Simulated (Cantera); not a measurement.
## Hydrocarbon pyrolysis for carbon deposition

An isothermal, constant-pressure homogeneous reactor starts with CH4 : N2 = 1 : 2.3 (molar parts), at 1500 K and 10.00 Torr.

Model: GRI-Mech 3.0 (53 species, 325 reactions), integrated in Cantera. GRI-Mech 3.0 stops at C3 and has no aromatics, soot or wall deposition, so with more carbon than oxygen in the feed, carbon stays in small species such as C2H2 where larger ones or solid carbon would form. Radical loss at walls, strong at low pressure, is not modelled.

```csv
t (s),x CH4,x C2H,x CH2,x HCN,x C2H2,x CH3,x C2H4
0.000900,0.303,<1e-12,2.01e-12,<1e-12,<1e-12,3.63e-6,1.37e-10
0.00167,0.303,<1e-12,6.57e-12,<1e-12,<1e-12,6.73e-6,9.57e-10
0.00308,0.303,<1e-12,2.19e-11,<1e-12,5.03e-12,1.25e-5,6.47e-9
0.00571,0.303,<1e-12,7.36e-11,<1e-12,6.23e-11,2.31e-5,4.22e-8
0.0106,0.303,<1e-12,2.47e-10,<1e-12,7.63e-10,4.26e-5,2.70e-7
0.0196,0.303,<1e-12,8.18e-10,<1e-12,9.46e-9,7.80e-5,1.70e-6
0.0362,0.303,<1e-12,2.61e-9,<1e-12,1.19e-7,0.000140,1.04e-5
0.0671,0.303,1.01e-12,7.77e-9,<1e-12,1.50e-6,0.000244,6.01e-5
0.124,0.302,1.00e-11,2.09e-8,<1e-12,1.84e-5,0.000406,0.000316
0.230,0.298,9.00e-11,4.81e-8,8.76e-12,0.000210,0.000623,0.00142
0.426,0.287,6.93e-10,8.01e-8,9.63e-11,0.00189,0.000798,0.00446
0.788,0.261,3.00e-9,7.90e-8,6.19e-10,0.00973,0.000754,0.00686
1.46,0.225,6.70e-9,6.05e-8,2.09e-9,0.0252,0.000609,0.00480
2.70,0.185,1.08e-8,4.73e-8,5.24e-9,0.0429,0.000484,0.00255
5.00,0.140,1.53e-8,3.72e-8,1.15e-8,0.0612,0.000371,0.00133
```
x: mole fraction; the columns are a selection and need not sum to one.

Equilibrium at this temperature and pressure: CH4 0.000614, C2H 3.44e-8, CH2 6.96e-10, HCN 0.0916, C2H2 0.0701, CH3 3.23e-6, C2H4 9.17e-5 (gas phase only).
